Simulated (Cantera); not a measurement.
What does this Cantera script print?

```python
import numpy as np
import cantera as ct

gas_names = [...]  # 49 gases of nasa_gas.yaml made of B, Cl, H, N, O
cond_names = """
    B(b) B(L) BN(s) B2O3(L) B3O3H3(cr) H2O(s) H2O(L) NH4CL(a) NH4CL(b)
""".split()


# ... load() reads the species with a 1 bar reference pressure and builds the phases ...
atoms = {
    'BN': {'B': 1, 'N': 1},
    'HCl': {'H': 1, 'CL': 1},
    'H2': {'H': 2},
    'O2': {'O': 2},
}
top_T = {'BN(s)': 3200}  # K; cautious upper limits of use, not melting points


# ... equilibrate(T, P, feed) seeds the gas with the atoms and calls Mixture.equilibrate('TP', solver="vcs", rtol=1e-11, max_steps=5000) ...
results = []
feed = {'BN': 1, 'HCl': 45, 'H2': 34, 'O2': 7.2}  # mol
P = 10000  # Pa
for T in [775, 875, 975, 1075, 1175, 1275, 1375, 1475]:
    mix = equilibrate(T, P, feed)
    results.append((T, P, feed, dict(zip(mix.species_names, mix.species_moles))))
    x = sorted(zip(gas.X, gas.species_names), reverse=True)
    print(f"T = {T:g} K  P = {P:g} Pa  gas = {mix.phase_moles(0):.4g} mol")
    print("   x: " + "  ".join(f"{s} {v:.3e}" for v, s in x if v > 0.0001))
    print("   condensed (mol): " + ("  ".join(f"{mix.phase(i).name} {mix.phase_moles(i):.4g}"
          for i in range(1, mix.n_phases) if mix.phase_moles(i) > 1e-12) or "none"))
```

Result:

```
T = 775 K  P = 10000 Pa  gas = 79.41 mol
   x: HCL 5.667e-01  H2 2.657e-01  H2O 1.591e-01  N2 6.294e-03  H3B3O6 2.237e-03
   condensed (mol): B2O3(L) 0.2335
T = 875 K  P = 10000 Pa  gas = 79.45 mol
   x: HCL 5.664e-01  H2 2.656e-01  H2O 1.606e-01  N2 6.292e-03  H3B3O6 1.146e-03
   condensed (mol): B2O3(L) 0.3633
T = 975 K  P = 10000 Pa  gas = 79.47 mol
   x: HCL 5.662e-01  H2 2.655e-01  H2O 1.613e-01  N2 6.291e-03  H3B3O6 6.494e-04
   condensed (mol): B2O3(L) 0.4218
T = 1075 K  P = 10000 Pa  gas = 79.49 mol
   x: HCL 5.661e-01  H2 2.654e-01  H2O 1.616e-01  N2 6.290e-03  H3B3O6 4.006e-04  HBO2 1.429e-04
   condensed (mol): B2O3(L) 0.4466
T = 1175 K  P = 10000 Pa  gas = 79.52 mol
   x: HCL 5.659e-01  H2 2.653e-01  H2O 1.615e-01  N2 6.288e-03  HBO2 7.342e-04  H3B3O6 2.637e-04
   condensed (mol): B2O3(L) 0.4393
T = 1275 K  P = 10000 Pa  gas = 79.61 mol
   x: HCL 5.653e-01  H2 2.651e-01  H2O 1.603e-01  N2 6.281e-03  HBO2 2.868e-03  H3B3O6 1.818e-04
   condensed (mol): B2O3(L) 0.364
T = 1375 K  P = 10000 Pa  gas = 79.86 mol
   x: HCL 5.635e-01  H2 2.642e-01  H2O 1.568e-01  HBO2 9.011e-03  N2 6.261e-03  H3B3O6 1.282e-04
   condensed (mol): B2O3(L) 0.1232
T = 1475 K  P = 10000 Pa  gas = 80 mol
   x: HCL 5.624e-01  H2 2.637e-01  H2O 1.551e-01  HBO2 1.236e-02  N2 6.250e-03
   condensed (mol): none
```

Method: chemical equilibrium by Gibbs-energy minimisation in Cantera with the NASA 1993 tables (ideal gas, pure condensed phases). The tables' values for BOCl are old estimates; treat these amounts as uncertain. Gases not in the tables: H3BO3.
